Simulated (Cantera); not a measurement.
What does this Cantera script print?

```python
import numpy as np
import cantera as ct

gas_names = """
    Hg N N2
""".split()
cond_names = """
    Hg(cr) Hg(L)
""".split()


# ... load() reads the species with a 1 bar reference pressure and builds the phases ...
atoms = {
    'Hg': {'Hg': 1},
    'N2': {'N': 2},
}
top_T = {}  # K; cautious upper limits of use, not melting points


# ... equilibrate(T, P, feed) seeds the gas with the atoms and calls Mixture.equilibrate('TP', solver="vcs", rtol=1e-11, max_steps=5000) ...
results = []
feed = {'Hg': 1, 'N2': 1.5}  # mol
T = 1098.15  # K
P = 610  # Pa
mix = equilibrate(T, P, feed)
results.append((T, P, feed, dict(zip(mix.species_names, mix.species_moles))))
print(gas.report(threshold=1e-06))
for i in range(1, mix.n_phases):
    print(f"{mix.phase(i).name:16s} {mix.phase_moles(i):12.5e} mol")
```

Result:

```
       temperature   1098.2 K
          pressure   610 Pa
           density   0.0064835 kg/m^3
  mean mol. weight   97.045 kg/kmol
   phase of matter   gas

                          1 kg             1 kmol
                     ---------------   ---------------
          enthalpy        4.7423e+05        4.6022e+07  J
   internal energy        3.8014e+05        3.6891e+07  J
           entropy            2757.3        2.6758e+05  J/K
    Gibbs function       -2.5537e+06       -2.4782e+08  J
 heat capacity c_p            290.77             28218  J/K
 heat capacity c_v             205.1             19904  J/K

                      mass frac. Y      mole frac. X     chem. pot. / RT
                     ---------------   ---------------   ---------------
                Hg            0.8268               0.4           -21.776
                N2            0.1732               0.6           -30.719
     [   +1 minor]        7.1211e-20        4.9338e-19

Hg(L)             0.00000e+00 mol
```

Cantera equilibrium calculation (NASA polynomials, part measured and part estimated; ideal gas, pure solids and liquids).
